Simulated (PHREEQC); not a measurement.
PHREEQC input (ion-association model, wateq4f.dat):

```
SOLUTION_SPECIES
  2 NO3- + 12 H+ + 10 e- = N2 + 6 H2O  # shut off: nitrate stays nitrate
    -log_k -100
    -delta_h 0
    -analytic -100
SOLUTION 1
  temp 25
  units mol/kgw
  pH 7 charge
  N(5) 0.148
  Cu(2) 0.074
  B 0.077033
  F 0.000132
SOLUTION 2
  temp 25
  units mol/kgw
  pH 7 charge
  F 0.02115
  Na 0.00015
END
SELECTED_OUTPUT 1
  -reset false
  -pH true
  -pe true
  -ionic_strength true
  -water true
  -totals B Cu F N Na Cu(1) Cu(2) N(5) N(3) N(0)
    N(-3)
  -molalities H+ H3BO3 Cu+2 F- NO3- Na+ H2BO3- NH3 O2 NH4+
    OH- BF(OH)3- BF2(OH)2- BF3OH- BF4- HF HF2- Cu+ CuF+ CuOH+
    Cu(OH)2 Cu(OH)3- Cu(OH)4-2 Cu2(OH)2+2 NO2- H2F2 NaF
  -equilibrium_phases Cu(OH)2 Cu2(OH)3NO3 CuF2:2H2O
PRINT
  -reset false
MIX 1
  1 1
  2 0
EQUILIBRIUM_PHASES 1
  Cu(OH)2 0 0
  Cu2(OH)3NO3 0 0
  CuF2:2H2O 0 0
  O2(g) -0.68 10
END
# ... the last block is repeated for the other 10 points of share of solution B
```

Selected output (columns that matter, 11 of 11 rows; share of solution B added in front):

```
share of solution B	pH	mu	B	Cu	F	N	Na	m_H+	m_H3BO3	m_Cu+2	m_F-	m_NO3-	m_Na+	m_OH-
0	3.9609	0.22204	0.077033	0.074	0.000132	0.148	0	0.00013787	0.077028	0.07395	8.298e-05	0.148	0	1.3034e-10
0.1	3.0668	0.20058	0.069329	0.066599	0.0022338	0.1332	1.5e-05	0.0010752	0.068805	0.066444	0.00041144	0.1332	1.4998e-05	1.6445e-11
0.2	2.8774	0.17898	0.061624	0.059198	0.0043354	0.1184	2.9999e-05	0.0016537	0.060523	0.059048	0.00043143	0.1184	2.9995e-05	1.0502e-11
0.3	2.7585	0.15732	0.05392	0.051797	0.006437	0.10359	4.4997e-05	0.0021606	0.05228	0.051661	0.00042875	0.10359	4.4991e-05	7.8771e-12
0.4	2.6691	0.13564	0.046216	0.044396	0.0085385	0.088792	5.9995e-05	0.0026351	0.044068	0.044275	0.0004242	0.088792	5.9987e-05	6.3125e-12
0.5	2.5966	0.11394	0.038512	0.036996	0.01064	0.073992	7.4991e-05	0.0030874	0.035881	0.036889	0.00042249	0.073992	7.4981e-05	5.2472e-12
0.6	2.5352	0.092213	0.030809	0.029596	0.012741	0.059192	8.9987e-05	0.0035189	0.02772	0.029504	0.00042623	0.059192	8.9974e-05	4.4621e-12
0.7	2.482	0.070466	0.023106	0.022196	0.014842	0.044393	0.00010498	0.0039251	0.019595	0.02212	0.00043944	0.044393	0.00010497	3.8503e-12
0.8	2.4356	0.04868	0.015404	0.014797	0.016943	0.029594	0.00011998	0.0042902	0.011532	0.014736	0.00047341	0.029594	0.00011996	3.3525e-12
0.9	2.3987	0.026787	0.0077017	0.0073985	0.019044	0.014797	0.00013497	0.004545	0.0036653	0.0073544	0.0005926	0.014797	0.00013494	2.9455e-12
1	2.4812	0.0036568	0	0	0.02115	0	0.00015	0.0035071	0	0	0.0034457	0	0.00014974	3.2385e-12
```

wateq4f.dat counts part of the HF as a dimer, H2F2, which phreeqc.dat doesn't know; its constant is uncertain. Real BF4- forms and hydrolyses slowly; the run takes it at equilibrium.
